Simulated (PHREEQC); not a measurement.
**Leach liquor (model solution)**

Consider water at 45 °C with 0.21 mol/kgw HCl, 0.0014 mol/kgw FeSO4 and 0.044 mol/kgw Fe2(SO4)3. Closed to the air; pH follows from the charge balance.

Computed with PHREEQC (ion-association model, phreeqc.dat).

Each row changes one thing in this solution. Precipitation was switched off in this run.

```
case                                              pH  ionic strength (mol/kgw)  Cl- (mol/kgw)  HSO4- (mol/kgw)  SO4-2 (mol/kgw)
---------------------------------------------  -----  ------------------------  -------------  ---------------  ---------------
as made                                         1.00                     0.344          0.190           0.0562           0.0116
Fe2(SO4)3 from 0.044 to 0.0088 mol/kgw          0.83                     0.245          0.201           0.0183       (withheld)
Fe2(SO4)3 left out                              0.78                     0.213          0.210          0.00126       (withheld)
diluted 2-fold with water                       1.24                     0.173         0.0979       (withheld)          0.00715
HCl from 0.21 to 2.1 mol/kgw                   -0.15                      2.19           1.99            0.122          0.00591
FeSO4 replaced by Li2SO4 at the same molality   1.00                     0.344          0.190           0.0564           0.0116
0.016 mol/kgw CO2 added                         1.00                     0.344          0.190           0.0562           0.0116
Fe2(SO4)3 from 0.044 to 0.066 mol/kgw           1.10                     0.398          0.187           0.0706           0.0191
HCl replaced by NH4Cl at the same molality      2.38                     0.395          0.200          0.00730           0.0375
```

Q: Fill in the missing entries.

A: 
- Fe2(SO4)3 from 0.044 to 0.0088 mol/kgw, SO4-2 (mol/kgw): 0.00225
- Fe2(SO4)3 left out, SO4-2 (mol/kgw): 0.000132
- diluted 2-fold with water, HSO4- (mol/kgw): 0.0252

The ionic strength passes 0.7 mol/kgw, the rough limit of the ion-association models, in HCl from 0.21 to 2.1 mol/kgw. Some of these states are supersaturated (in Hematite (slow to form), Goethite (slow to form), for instance). Constants without temperature data keep their 25 °C values here.
